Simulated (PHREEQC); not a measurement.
Solution (25 °C and 300 atm): 0.039 mol/kgw ZnCl2, 0.00016 mol/kgw NaCl and 0.21 mol/kgw MnSO4. Closed to the air; pH follows from the charge balance.

The numbers come from PHREEQC with the ion-association model, phreeqc.dat.

```tsv
quantity	before	after
pH	5.73	5.97
ionic strength (mol/kgw)	0.547	0.0687
Mn+2 (mol/kgw)	0.125	0.0155
SO4-2 (mol/kgw)	0.101	0.0141
MnSO4 (mol/kgw)	0.0759	0.00533
Cl- (mol/kgw)	0.0684	0.00757
SI of Halite (NaCl)	-6.95	-8.74
```

Question: Name the change that produced these shifts.
(A) MnSO4 from 0.21 to 0.42 mol/kgw
(B) diluted 10-fold with water
(C) 0.13 mol/kgw H2SO4 added
(D) ZnCl2 replaced by Zn(NO3)2 at the same molality

Answer: B, diluted 10-fold with water

This is a speciation only: nothing precipitates in the calculation. Under pressure, the constants of complexes without a molar volume in the database are unreliable.
